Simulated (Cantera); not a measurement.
A freely propagating, adiabatic, planar premixed flame of CH4 : C2H6 : O2 : N2 = 1 : 0.17 : 2.6 : 9.76 (molar parts), unburnt at 700 K and 0.987 atm; mixture-averaged transport, grid criteria slope 0.08 and curve 0.16, no radiation.

Detailed kinetics in Cantera: GRI-Mech 3.0 (53 species, 325 reactions). Burning velocities carry a grid error of a few per cent, more on coarse grids.

**Question.** How do the results move with these cheaper or finer settings: unity-Lewis-number transport; multicomponent transport; multicomponent+Soret transport; grid criteria slope 0.5, curve 1; grid criteria slope 0.25, curve 0.5; grid criteria slope 0.03, curve 0.06?

**Answer.** 
| setting | laminar burning velocity | thermal thickness | peak x(HO2) | peak x(H2) | grid points |
|---|---|---|---|---|---|
| as above | 182 cm/s | 0.297 mm | 0.000234 | 0.0254 | 150 |
| unity-Lewis-number transport | 130 cm/s | 0.337 mm | 0.000166 | 0.0242 | 136 |
| multicomponent transport | 182 cm/s | 0.301 mm | 0.000233 | 0.0255 | 150 |
| multicomponent+Soret transport | 180 cm/s | 0.300 mm | 0.000236 | 0.0243 | 150 |
| grid criteria slope 0.5, curve 1 | 198 cm/s | 0.336 mm | 0.000229 | 0.0257 | 42 |
| grid criteria slope 0.25, curve 0.5 | 188 cm/s | 0.308 mm | 0.000233 | 0.0258 | 62 |
| grid criteria slope 0.03, curve 0.06 | 178 cm/s | 0.294 mm | 0.000234 | 0.0252 | 364 |
The base run took roughly 10 core-seconds.
Unity Lewis numbers drop preferential diffusion, which matters most where H2 and H carry the flame; Soret adds thermal diffusion.
